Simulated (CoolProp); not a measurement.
Vapour-liquid equilibrium of cyclohexane (1) + n-octane (2) at 0.359 MPa; x and y are mole fractions of (1).

Values from CoolProp's multi-fluid Helmholtz-energy mixture model, Zhou 2014 and Beckmüller 2019; pair parameters Bell 2016.

```
x     bubble temperature, mixture model (°C)  bubble temperature, Raoult's law (°C)  y, mixture model  y, Raoult's law
----  --------------------------------------  -------------------------------------  ----------------  ---------------
0.05                                   175.0                                  174.5             0.105            0.122
0.15                                   168.5                                  167.6             0.291            0.324
0.25                                   162.5                                  161.4             0.445            0.481
0.35                                   156.8                                  155.8             0.572            0.604
0.45                                   151.6                                  150.7             0.676            0.703
0.55                                   146.8                                  146.1             0.761            0.783
0.65                                   142.4                                  141.9             0.832            0.848
0.75                                   138.4                                  138.0             0.890            0.902
0.85                                   134.7                                  134.4             0.940            0.946
0.95                                   131.2                                  131.1             0.981            0.984
```

The largest gap from Raoult's law is +1.1 K in bubble temperature, at x = 0.25. No azeotrope shows between x = 0.05 and 0.95.

Pair parameters are fitted to limited data, so mixtures are less certain than the pure fluids.
